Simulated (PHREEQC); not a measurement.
## Polishing slurry liquid: speciation

Dissolve 0.0015 mol/kgw TMAH, 0.0011 mol/kgw K2SO4 and 0.00031 mol/kgw KH2PO4 at 30 °C. Closed to the air; pH follows from the charge balance.

Equilibrium calculation in PHREEQC: ion-association model, phreeqc.dat.

No solid was allowed to form.

**Question.** What pH, ionic strength does the model give?

**Answer.** pH 10.87; ionic strength 0.00542 mol/kgw.

**Question.** In which forms is P present?

**Answer.** HPO4-2 94 %, PO4-3 5.2 % of the P.

Species that the database lacks are ignored. (CH3)4N+ isn't in the database: it is added as a free cation with an ion size of 4 Å.
